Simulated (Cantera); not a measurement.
## Adiabatic ignition

An adiabatic, constant-pressure homogeneous reactor starts with CO : H2 : CH4 : O2 : N2 : C2H6 = 1 : 0.04 : 0.43 : 1.25 : 4.72 : 0.0077 (molar parts), at 1200 K and 7500 Torr.

Computed with Cantera and GRI-Mech 3.0 (53 species, 325 reactions).

| t (s) | T (K) | x CO | x H2 | x CH4 | x CH2CO | x CH2O |
|---|---|---|---|---|---|---|
| 1.00e-6 | 1200 | 0.134 | 0.00537 | 0.0577 | <1e-12 | 1.04e-10 |
| 2.70e-6 | 1200 | 0.134 | 0.00537 | 0.0577 | <1e-12 | 9.03e-10 |
| 7.28e-6 | 1200 | 0.134 | 0.00537 | 0.0577 | 1.44e-12 | 7.34e-9 |
| 1.96e-5 | 1200 | 0.134 | 0.00537 | 0.0577 | 1.23e-11 | 6.12e-8 |
| 5.29e-5 | 1200 | 0.134 | 0.00537 | 0.0577 | 1.28e-10 | 5.80e-7 |
| 0.000143 | 1200 | 0.134 | 0.00536 | 0.0577 | 2.51e-9 | 7.34e-6 |
| 0.000385 | 1202 | 0.134 | 0.00533 | 0.0576 | 6.47e-8 | 6.64e-5 |
| 0.00104 | 1210 | 0.134 | 0.00525 | 0.0569 | 1.09e-6 | 0.000294 |
| 0.00280 | 2810 | 0.0662 | 0.00806 | <1e-12 | <1e-12 | 2.15e-9 |
| 0.00756 | 2804 | 0.0667 | 0.00817 | <1e-12 | <1e-12 | 2.19e-9 |
| 0.0204 | 2804 | 0.0667 | 0.00817 | <1e-12 | <1e-12 | 2.19e-9 |
| 0.0550 | 2804 | 0.0667 | 0.00817 | <1e-12 | <1e-12 | 2.19e-9 |
| 0.148 | 2804 | 0.0667 | 0.00817 | <1e-12 | <1e-12 | 2.19e-9 |
| 0.400 | 2804 | 0.0667 | 0.00817 | <1e-12 | <1e-12 | 2.19e-9 |
x: mole fraction; the columns are a selection and need not sum to one.

```json
{
 "time_of_steepest_temperature_rise": "2.45 ms",
 "temperature at 0.400 s": "2804 K",
 "equilibrium_temperature": "2804 K",
 "x(CO) at 0.400 s": "0.0667 (gas-phase equilibrium 0.0667)",
 "x(H2) at 0.400 s": "0.00817 (gas-phase equilibrium 0.00817)",
 "x(CH4) at 0.400 s": "<1e-12 (gas-phase equilibrium <1e-12)"
}
```
